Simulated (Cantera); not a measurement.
Feed: 1 mol Si3N4, 0.018 mol H2, held at 3.80 bar.

Method: chemical equilibrium by Gibbs-energy minimisation in Cantera with the NASA 1993 tables (ideal gas, pure condensed phases). Candidate condensed phases: Si, Si3N4; 18 gas species. Mutual solubility and eutectic melting of coexisting phases are not modelled. The tables' values for SiN are old estimates; treat these amounts as uncertain. Gases not in the tables: Si2H6 and higher silanes. Kinetics and transport are ignored.

x: gas mole fraction; n: condensed amount in mol.

```tsv
T (K)	x H2	x N2	x H	x SiH2	x Si	n Si3N4(s)	n Si(l)
1550	1.000	3.23e-5	1.62e-5	2.79e-6	8.74e-9	1.00	0
1650	1.000	0.000181	4.66e-5	8.66e-6	7.05e-8	1.000	0
1750	0.999	0.00100	0.000119	2.08e-5	3.95e-7	1.000	0
1850	0.995	0.00512	0.000276	4.19e-5	1.70e-6	1.000	0
1950	0.977	?	?	?	?	1.000	?
2050	0.917	?	?	?	?	0.999	?
2150	0.729	0.269	0.00185	0.000171	5.91e-5	0.997	0.00993
```

Fill in the missing entries.


- 1950, x N2: 0.0221
- 1950, x H: 0.000581
- 1950, x SiH2: 7.75e-5
- 1950, x Si: 6.27e-6
- 1950, n Si(l): 0.000608
- 2050, x N2: 0.0820
- 2050, x H: 0.00111
- 2050, x SiH2: 0.000128
- 2050, x Si: 2.03e-5
- 2050, n Si(l): 0.00241
